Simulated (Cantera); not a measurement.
A Cantera script and its output.

```python
import numpy as np
import cantera as ct

gas = ct.Solution("h2o2.yaml")
gas.TPX = 900, 1333, {'H2': 0.048, 'O2': 1}
reactor = ct.IdealGasConstPressureReactor(gas, energy="off", clone=False)
net = ct.ReactorNet([reactor])
net.rtol, net.atol = 1e-08, 1e-18
show = ['H2', 'O2', 'HO2', 'H2O', 'H', 'H2O2']
times = np.geomspace(4e-06, 10, 15)

steps = ct.SolutionArray(gas, extra=["t"])
rows = []
print(f"{'t/s':>10s}{'T/K':>9s}{'P/Pa':>11s}" + "".join(f"{s:>11s}" for s in show))
for t in times:
    while net.time < t:
        t_next = net.step()
        steps.append(gas.state, t=t_next)
    rows.append([np.interp(t, steps.t, y) for y in (steps.T, steps.P, *steps(*show).X.T)])
    print(f"{t:10.3e}{rows[-1][0]:9.1f}{rows[-1][1]:11.4g}" + "".join(f"{x:11.3e}" for x in rows[-1][2:]))
rate = np.gradient(steps.T, steps.t)
print("integrator steps:", len(steps.t))
if steps.T.max() > steps.T[0] + 200:
    print(f"time of steepest temperature rise: {steps.t[rate.argmax()]:.4e} s")
gas.TPX = 900, 1333, {'H2': 0.048, 'O2': 1}
gas.equilibrate("TP")
print(f"equilibrium (TP): T = {gas.T:.1f} K  " + "  ".join(f"{s} {gas[s].X[0]:.3e}" for s in show))
```

Result:

```
       t/s      T/K       P/Pa         H2         O2        HO2        H2O          H       H2O2
 4.000e-06    900.0       1333  4.580e-02  9.542e-01  8.089e-14  7.470e-18  8.026e-14  2.107e-20
 1.146e-05    900.0       1333  4.580e-02  9.542e-01  2.318e-13  1.335e-16  2.271e-13  1.619e-19
 3.281e-05    900.0       1333  4.580e-02  9.542e-01  6.649e-13  2.873e-15  6.289e-13  1.333e-18
 9.398e-05    900.0       1333  4.580e-02  9.542e-01  1.912e-12  5.768e-14  1.675e-12  1.089e-17
 2.692e-04    900.0       1333  4.580e-02  9.542e-01  5.529e-12  9.923e-13  4.406e-12  8.996e-17
 7.710e-04    900.0       1333  4.580e-02  9.542e-01  1.632e-11  1.464e-11  1.505e-11  7.519e-16
 2.208e-03    900.0       1333  4.580e-02  9.542e-01  5.873e-11  3.666e-10  1.693e-10  6.876e-15
 6.325e-03    900.0       1333  4.580e-02  9.542e-01  9.748e-09  2.629e-07  1.061e-07  8.014e-13
 1.811e-02    900.0       1333  7.161e-03  9.400e-01  1.031e-05  3.339e-02  9.500e-03  2.505e-07
 5.188e-02    900.0       1333  2.991e-04  9.518e-01  5.256e-06  4.631e-02  1.896e-04  1.082e-07
 1.486e-01    900.0       1333  4.198e-05  9.529e-01  1.649e-06  4.679e-02  6.249e-06  5.930e-08
 4.256e-01    900.0       1333  7.086e-06  9.531e-01  4.456e-07  4.685e-02  3.218e-07  3.253e-08
 1.219e+00    900.0       1333  1.059e-06  9.531e-01  1.023e-07  4.687e-02  2.119e-08  1.520e-08
 3.491e+00    900.0       1333  1.176e-07  9.531e-01  2.302e-08  4.687e-02  1.803e-09  6.491e-09
 1.000e+01    900.0       1333  1.036e-08  9.531e-01  5.768e-09  4.687e-02  2.021e-10  2.712e-09
integrator steps: 1435
equilibrium (TP): T = 900.0 K  H2 1.339e-12  O2 9.531e-01  HO2 1.140e-10  H2O 4.687e-02  H 1.179e-15  H2O2 3.596e-12
```

Detailed kinetics in Cantera: the H2/O2 subset of GRI-Mech 3.0, which has no nitrogen chemistry. Radical loss at walls, strong at low pressure, is not modelled. Below about 950 K walls govern HO2 and H2O2 in real vessels. The temperature is held fixed by assumption; the heat of reaction is taken as removed at once.
